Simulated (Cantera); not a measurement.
# Adiabatic ignition

An adiabatic, constant-volume homogeneous reactor starts with 20.0 % CO, 2.20 % H2, 16.3 % O2, 61.4 % N2, equivalence ratio 0.68, at 1548 K and 3750 Torr.

Cantera simulation using GRI-Mech 3.0 (53 species, 325 reactions); the numbers are that mechanism's predictions, not measurements. The hydrogen kinetics of GRI-Mech 3.0 are dated; newer H2 mechanisms differ, most at raised pressure.

| t (s) | T (K) | P (bar) | x CO | x H2 | x O2 | x H2O | x N2O | x H | x NO2 |
|---|---|---|---|---|---|---|---|---|---|
| 1.00e-6 | 1548 | 5.00 | 0.200 | 0.0220 | 0.163 | 8.32e-7 | 9.93e-12 | 8.56e-7 | <1e-12 |
| 3.03e-6 | 1548 | 5.00 | 0.200 | 0.0218 | 0.163 | 0.000105 | 9.55e-10 | 7.04e-5 | <1e-12 |
| 9.20e-6 | 1961 | 6.20 | 0.146 | 0.00134 | 0.115 | 0.0148 | 1.79e-6 | 0.00679 | 4.72e-8 |
| 2.79e-5 | 2787 | 8.40 | 0.0704 | 0.00109 | 0.0826 | 0.0164 | 2.99e-6 | 0.00238 | 1.72e-6 |
| 8.47e-5 | 2948 | 8.78 | 0.0556 | 0.000841 | 0.0748 | 0.0178 | 3.22e-6 | 0.00134 | 7.83e-6 |
| 0.000257 | 2935 | 8.73 | 0.0547 | 0.000838 | 0.0697 | 0.0181 | 3.33e-6 | 0.00127 | 1.82e-5 |
| 0.000779 | 2928 | 8.71 | 0.0544 | 0.000837 | 0.0674 | 0.0182 | 3.43e-6 | 0.00125 | 2.28e-5 |
| 0.00236 | 2928 | 8.71 | 0.0543 | 0.000837 | 0.0673 | 0.0182 | 3.44e-6 | 0.00124 | 2.30e-5 |
| 0.00717 | 2928 | 8.71 | 0.0543 | 0.000837 | 0.0673 | 0.0182 | 3.44e-6 | 0.00124 | 2.30e-5 |
| 0.0217 | 2928 | 8.71 | 0.0543 | 0.000837 | 0.0673 | 0.0182 | 3.44e-6 | 0.00124 | 2.30e-5 |
| 0.0659 | 2928 | 8.71 | 0.0543 | 0.000837 | 0.0673 | 0.0182 | 3.44e-6 | 0.00124 | 2.30e-5 |
| 0.200 | 2928 | 8.71 | 0.0543 | 0.000837 | 0.0673 | 0.0182 | 3.44e-6 | 0.00124 | 2.30e-5 |
x: mole fraction; the columns are a selection and need not sum to one.

```
Quantity                                                              Result
---------------------------------  -----------------------------------------
time of steepest temperature rise                                    6.32 µs
temperature at 0.200 s                                                2928 K
equilibrium temperature                                               2928 K
x(CO) at 0.200 s                       0.0543 (gas-phase equilibrium 0.0543)
x(H2) at 0.200 s                   0.000837 (gas-phase equilibrium 0.000837)
x(O2) at 0.200 s                       0.0673 (gas-phase equilibrium 0.0673)
```
